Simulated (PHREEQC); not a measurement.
Acid rinse or clean: an equilibrium model

A solution holds 52 mmol/kgw HNO3, 6.1 mmol/kgw CaCl2 and 36 mmol/kgw MnSO4, at 85 °C. Closed to the air; pH follows from the charge balance.

All values are PHREEQC results (ion-association model, phreeqc.dat), not measurements.

Each row changes one thing in this solution. No solid was allowed to form.

```csv
case,pH,ionic strength (mol/kgw),Mn+2 (mol/kgw),HSO4- (mol/kgw),Cl- (mol/kgw),MnSO4 (mol/kgw),SI of Gypsum (CaSO4:2H2O)
as made,1.64,0.137,0.0288,0.0228,0.0118,0.00670,-0.83
diluted 5-fold with water,2.23,0.0295,0.00576,0.00347,0.00241,0.00141,…
HNO3 from 0.052 to 0.52 mol/kgw,0.45,0.604,0.0335,0.0341,0.0119,0.000400,…
0.0012 mol/kgw Na2CO3 added,1.67,0.137,…,0.0223,0.0118,0.00694,-0.82
MnSO4 from 0.036 to 0.072 mol/kgw,…,0.192,0.0485,…,0.0116,0.0228,-0.57
```

Task: What belongs in the gaps?

Result: 
- diluted 5-fold with water, SI of Gypsum (CaSO4:2H2O): -1.49
- HNO3 from 0.052 to 0.52 mol/kgw, SI of Gypsum (CaSO4:2H2O): -2.01
- 0.0012 mol/kgw Na2CO3 added, Mn+2 (mol/kgw): 0.0286
- MnSO4 from 0.036 to 0.072 mol/kgw, pH: 1.85
- MnSO4 from 0.036 to 0.072 mol/kgw, HSO4- (mol/kgw): 0.0333

Away from 25 °C the constants follow the database's enthalpies or fits; those with neither stay at their 25 °C values.
